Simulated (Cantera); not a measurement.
## NO annealing gas

An isothermal, constant-pressure homogeneous reactor starts with NO : N2 = 1 : 0.2 (molar parts), at 1875 K and 1.28 atm.

Model: GRI-Mech 3.0 (53 species, 325 reactions), integrated in Cantera.

```tsv
t (s)	x NO	x O2	x O	x NO2	x N2	x N2O
8.00e-6	0.833	7.94e-9	1.89e-6	1.31e-6	0.167	3.17e-6
3.14e-5	0.833	7.37e-8	3.07e-6	9.67e-6	0.167	1.23e-5
0.000123	0.833	7.89e-7	5.08e-6	4.69e-5	0.167	4.55e-5
0.000485	0.833	1.87e-5	1.26e-5	0.000198	0.167	0.000144
0.00190	0.832	0.000407	2.37e-5	0.000442	0.167	0.000283
0.00748	0.827	0.00267	2.67e-5	0.000504	0.170	0.000305
0.0294	0.809	0.0115	3.34e-5	0.000630	0.178	0.000291
0.115	0.745	0.0436	5.04e-5	0.000905	0.211	0.000242
0.454	0.557	0.137	8.16e-5	0.00112	0.305	0.000132
1.78	0.249	0.291	0.000116	0.000723	0.459	2.59e-5
7.00	0.0516	0.391	0.000133	0.000173	0.557	1.40e-6
```
x: mole fraction; the columns are a selection and need not sum to one.

Equilibrium at this temperature and pressure: NO 0.00642, O2 0.413, O 0.000136, NO2 2.21e-5, N2 0.580, N2O 3.57e-7 (gas phase only).
